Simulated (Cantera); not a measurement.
**Pyrogenic steam for wet oxidation**

An isothermal, constant-pressure homogeneous reactor starts with H2 : O2 : N2 = 0.51 : 1 : 0.91 (molar parts), equivalence ratio 0.26, at 975 K and 293 Torr.

Computed with Cantera and the H2/O2 subset of GRI-Mech 3.0, which has no nitrogen chemistry. The temperature is held fixed by assumption; the heat of reaction is taken as removed at once.

```
t (s)         x H2   x O2       x O       x H     x HO2    x H2O2  x H2O
--------  --------  -----  --------  --------  --------  --------  -----
0.000800    0.0308  0.354   7.41e-5   4.81e-5  0.000180   4.92e-5  0.201
0.00154     0.0280  0.353   7.34e-6   4.06e-6  0.000136  0.000123  0.204
0.00297     0.0274  0.353   2.76e-6   1.46e-6   9.52e-5  0.000191  0.205
0.00571     0.0264  0.353   3.05e-6   1.61e-6   9.77e-5  0.000268  0.206
0.0110      0.0244  0.352   3.17e-6   1.63e-6   9.97e-5  0.000373  0.208
0.0212      0.0208  0.351   3.02e-6   1.43e-6   9.60e-5  0.000452  0.212
0.0408      0.0154  0.349   2.57e-6   9.99e-7   8.38e-5  0.000425  0.218
0.0785     0.00918  0.347   1.93e-6   5.23e-7   6.28e-5  0.000285  0.225
0.151      0.00407  0.345   1.17e-6   1.84e-7   3.77e-5  0.000121  0.231
0.291      0.00136  0.345   4.71e-7   4.03e-8   1.73e-5   2.89e-5  0.234
0.560     0.000406  0.344   1.14e-7   6.31e-9   6.65e-6   4.56e-6  0.235
1.08      0.000134  0.344   2.12e-8  9.60e-10   2.52e-6   6.72e-7  0.235
2.08       5.01e-5  0.344   4.15e-9  1.74e-10   1.03e-6   1.14e-7  0.236
4.00       1.96e-5  0.344  9.14e-10  3.70e-11   4.36e-7   2.17e-8  0.236
```
x: mole fraction; the columns are a selection and need not sum to one.

Equilibrium at this temperature and pressure: H2 2.63e-11, O2 0.344, O 6.82e-11, H <1e-12, HO2 1.09e-9, H2O2 1.75e-10, H2O 0.236 (gas phase only).
